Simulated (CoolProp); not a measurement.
The numbers come from the reference Helmholtz-energy equation of state, Lemmon 2006 in CoolProp. It is a short technical equation, of lower accuracy than the large ones.

Give the vapour pressure (MPa), liquid density (kg/m³), enthalpy of vaporisation (kJ/kg), liquid viscosity (µPa s) of saturated C2F6 (R116) at 206.3, 221.1, 250.7 K.


```json
[
 {"T (K)": "206.3", "p (MPa)": "0.179", "liquid density (kg/m³)": "1550", "enthalpy of vaporisation (kJ/kg)": "112", "liquid viscosity (µPa s)": "346"},
 {"T (K)": "221.1", "p (MPa)": "0.341", "liquid density (kg/m³)": "1480", "enthalpy of vaporisation (kJ/kg)": "104", "liquid viscosity (µPa s)": "269"},
 {"T (K)": "250.7", "p (MPa)": "0.971", "liquid density (kg/m³)": "1310", "enthalpy of vaporisation (kJ/kg)": "85.4", "liquid viscosity (µPa s)": "164"}
]
```

Viscosity comes from a separate model (Huber 2003), an estimate that may be off by 10 % or more.
